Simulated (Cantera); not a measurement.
Input (Python, Cantera) and output of one run.

```python
import numpy as np
import cantera as ct

gas_names = [...]  # 151 gases of nasa_gas.yaml made of C, H, N, O, Si
cond_names = """
    C(gr) C6H6(L) C7H8(L) C8H18(L),n-octa H2O(s) H2O(L) Si(cr) Si(L) SiC(b) SiO2(Lqz) SiO2(hqz) SiO2(L)
    Si2N2O(s) Si3N4(a)
""".split()


# ... load() reads the species with a 1 bar reference pressure and builds the phases ...
atoms = {
    'SiC': {'Si': 1, 'C': 1},
    'N2O': {'N': 2, 'O': 1},
    'H2': {'H': 2},
}
top_T = {'C(gr)': 4500, 'SiC(b)': 3050, 'Si2N2O(s)': 2100, 'Si3N4(a)': 2400}  # K; cautious upper limits of use, not melting points


# ... equilibrate(T, P, feed) seeds the gas with the atoms and calls Mixture.equilibrate('TP', solver="vcs", rtol=1e-11, max_steps=5000) ...
results = []
feed = {'SiC': 1, 'N2O': 0.3, 'H2': 14}  # mol
P = 22000  # Pa
for T in [925, 1025, 1125, 1225, 1325, 1425, 1525, 1625]:
    mix = equilibrate(T, P, feed)
    results.append((T, P, feed, dict(zip(mix.species_names, mix.species_moles))))
    x = sorted(zip(gas.X, gas.species_names), reverse=True)
    print(f"T = {T:g} K  P = {P:g} Pa  gas = {mix.phase_moles(0):.4g} mol")
    print("   x: " + "  ".join(f"{s} {v:.3e}" for v, s in x if v > 1e-05))
    print("   condensed (mol): " + ("  ".join(f"{mix.phase(i).name} {mix.phase_moles(i):.4g}"
          for i in range(1, mix.n_phases) if mix.phase_moles(i) > 1e-12) or "none"))
```

Result:

```
T = 925 K  P = 22000 Pa  gas = 13.4 mol
   x: H2 9.552e-01  CH4 4.478e-02
   condensed (mol): SiC(b) 0.4  Si2N2O(s) 0.3
T = 1025 K  P = 22000 Pa  gas = 13.78 mol
   x: H2 9.843e-01  CH4 1.567e-02
   condensed (mol): C(gr) 0.384  SiC(b) 0.4  Si2N2O(s) 0.3
T = 1125 K  P = 22000 Pa  gas = 13.91 mol
   x: H2 9.937e-01  CH4 6.268e-03
   condensed (mol): C(gr) 0.5127  SiC(b) 0.4  Si2N2O(s) 0.3
T = 1225 K  P = 22000 Pa  gas = 13.96 mol
   x: H2 9.971e-01  CH4 2.872e-03  CO 1.781e-05  N2 1.761e-05
   condensed (mol): C(gr) 0.5591  SiC(b) 0.4005  Si2N2O(s) 0.2998
T = 1325 K  P = 22000 Pa  gas = 13.99 mol
   x: H2 9.981e-01  CH4 1.471e-03  CO 2.183e-04  N2 2.167e-04
   condensed (mol): C(gr) 0.5702  SiC(b) 0.4061  Si2N2O(s) 0.2969
T = 1425 K  P = 22000 Pa  gas = 14.04 mol
   x: H2 9.954e-01  CO 1.869e-03  N2 1.859e-03  CH4 8.213e-04  HCN 2.605e-05  H 1.451e-05
   condensed (mol): C(gr) 0.5092  SiC(b) 0.4526  Si2N2O(s) 0.2737
T = 1525 K  P = 22000 Pa  gas = 14.34 mol
   x: H2 9.753e-01  CO 1.199e-02  N2 1.195e-02  CH4 4.774e-04  HCN 1.358e-04  H 4.981e-05  SiO 2.606e-05  C2H2,acetylene 1.179e-05
   condensed (mol): C(gr) 0.07437  SiC(b) 0.7445  Si2N2O(s) 0.1276
T = 1625 K  P = 22000 Pa  gas = 14.4 mol
   x: H2 9.716e-01  N2 1.397e-02  CO 1.370e-02  SiO 3.132e-04  H 1.483e-04  CH4 1.138e-04  HCN 1.035e-04
   condensed (mol): SiC(b) 0.7994  Si2N2O(s) 0.09807
```

Cantera equilibrium calculation (NASA polynomials, part measured and part estimated; ideal gas, pure solids and liquids). Mutual solubility and eutectic melting of coexisting phases are not modelled.
